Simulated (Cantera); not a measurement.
An adiabatic, constant-volume homogeneous reactor starts with CH4 : H2 : O2 : N2 = 1 : 1 : 4.1 : 20.5 (molar parts), equivalence ratio 0.61, at 1225 K and 101000 Pa. Integrator tolerance rtol = 1e-08.

Detailed kinetics in Cantera: GRI-Mech 3.0 (53 species, 325 reactions).

Question: What does this change do: pressure from 101000 Pa to 2600000 Pa?

Answer: 
| quantity | before | after |
|---|---|---|
| time of steepest temperature rise | 0.653 ms | 0.175 ms |
| temperature at 4.00 s | 2438 K | 2493 K |
| equilibrium temperature | 2438 K | 2493 K |
| x(CH4) at 4.00 s | <1e-12 (gas-phase equilibrium <1e-12) | <1e-12 (gas-phase equilibrium <1e-12) |
| x(H2) at 4.00 s | 0.00144 (gas-phase equilibrium 0.00144) | 0.000384 (gas-phase equilibrium 0.000384) |
| x(O2) at 4.00 s | 0.0552 (gas-phase equilibrium 0.0552) | 0.0547 (gas-phase equilibrium 0.0547) |
| x(CH3) at 4.00 s | <1e-12 (gas-phase equilibrium <1e-12) | <1e-12 (gas-phase equilibrium <1e-12) |
| x(H2O) at 4.00 s | 0.109 (gas-phase equilibrium 0.109) | 0.112 (gas-phase equilibrium 0.112) |
| x(CH2CO) at 4.00 s | <1e-12 (gas-phase equilibrium <1e-12) | <1e-12 (gas-phase equilibrium <1e-12) |
The pressure lies above the range GRI-Mech 3.0 was tuned for (to about 10 atm).

Question: What does this change do: initial temperature 1225 to 1148 K?

Answer: 
| quantity | before | after |
|---|---|---|
| time of steepest temperature rise | 0.653 ms | 1.27 ms |
| temperature at 4.00 s | 2438 K | 2391 K |
| equilibrium temperature | 2438 K | 2391 K |
| x(CH4) at 4.00 s | <1e-12 (gas-phase equilibrium <1e-12) | <1e-12 (gas-phase equilibrium <1e-12) |
| x(H2) at 4.00 s | 0.00144 (gas-phase equilibrium 0.00144) | 0.00111 (gas-phase equilibrium 0.00111) |
| x(O2) at 4.00 s | 0.0552 (gas-phase equilibrium 0.0552) | 0.0557 (gas-phase equilibrium 0.0557) |
| x(CH3) at 4.00 s | <1e-12 (gas-phase equilibrium <1e-12) | <1e-12 (gas-phase equilibrium <1e-12) |
| x(H2O) at 4.00 s | 0.109 (gas-phase equilibrium 0.109) | 0.110 (gas-phase equilibrium 0.110) |
| x(CH2CO) at 4.00 s | <1e-12 (gas-phase equilibrium <1e-12) | <1e-12 (gas-phase equilibrium <1e-12) |
